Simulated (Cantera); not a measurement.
**Thermodynamics of titanium nitride, carbide and oxide coatings, feed Ti(OiPr)4 + H2O**

Feed: 1 mol Ti(OiPr)4, 0.88 mol H2O, at 10000 Pa.

These are equilibrium values from Cantera (NASA tables, ideal gas, pure condensed phases), not measurements of a reactor. Candidate condensed phases: C, C6H6, C7H8, C8H18, H2O, Ti, TiC, TiO, TiO2, Ti2O3, Ti3O5, Ti4O7; 113 gas species. The feed counts by its element totals alone. TiC: taken at fixed stoichiometry. Kinetics and transport are ignored.

From 1250 K to 1325 K the condensed part is C(graphite) + Ti3O5(s). From 1350 K to 1400 K the condensed part is C(graphite) + TiC(s).

| T (K) | x H2 | x CO | x CH4 | x H2O | n C(graphite) | n Ti3O5(s) | n TiC(s) |
|---|---|---|---|---|---|---|---|
| 1250 | 0.822 | 0.177 | 0.000742 | 0.000220 | 8.78 | 0.333 | 0 |
| 1275 | 0.822 | 0.178 | 0.000626 | 0.000170 | 8.78 | 0.333 | 0 |
| 1300 | 0.822 | 0.178 | 0.000531 | 0.000133 | 8.78 | 0.333 | 0 |
| 1325 | 0.822 | 0.178 | 0.000453 | 0.000105 | 8.78 | 0.333 | 0 |
| 1350 | 0.753 | 0.247 | 0.000327 | 0.000106 | 6.12 | 0 | 1.00 |
| 1375 | 0.753 | 0.247 | 0.000282 | 8.55e-5 | 6.12 | 0 | 1.00 |
| 1400 | 0.753 | 0.247 | 0.000245 | 6.92e-5 | 6.12 | 0 | 1.00 |
x: gas mole fraction; n: condensed amount in mol.
